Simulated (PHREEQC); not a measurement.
1.7 g of hydrous ferric oxide (600 m²/g; 0.2 weak and 0.005 strong sites per Fe, Dzombak-Morel constants, diffuse double layer) in 1 kg of water with 0.005 mol/kgw of an inert sodium salt and 1.7e-05 mol/kgw NaF, at 25 °C; the pH is set by adding NaOH or the inert anion's acid. Oxygen alone is held at its pressure in air (log pO2 = -0.68). CO2 from the air is kept out. No solid was allowed to form.

The series has 13 steps of pH, from 3 to 9.

The numbers come from PHREEQC with the ion-association model, wateq4f.dat.

Problem. Near which pH is half of the F sorbed, and on which side is more sorbed?

Solution. Near pH 7.1, with more sorbed at lower pH.

Complexes and solids missing from the database can't appear. The oxide is taken as insoluble; below pH 4 it would dissolve.
